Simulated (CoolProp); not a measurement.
Model: reference Helmholtz-energy equation of state, Guder 2009, in CoolProp.

Task: For sulfur hexafluoride, give the phase and the density (kg/m³), cp (kJ/(kg K)), cv (kJ/(kg K)), isothermal compressibility (1/MPa) at 334.3 K and 2.28 MPa; 357 K and 2.28 MPa; 364.6 K and 2.28 MPa.

Result: 
- 334.3 K and 2.28 MPa: gas; density 150, cp 0.842, cv 0.689, isothermal compressibility 0.567
- 357 K and 2.28 MPa: gas; density 132, cp 0.832, cv 0.710, isothermal compressibility 0.524
- 364.6 K and 2.28 MPa: gas; density 128, cp 0.832, cv 0.718, isothermal compressibility 0.515
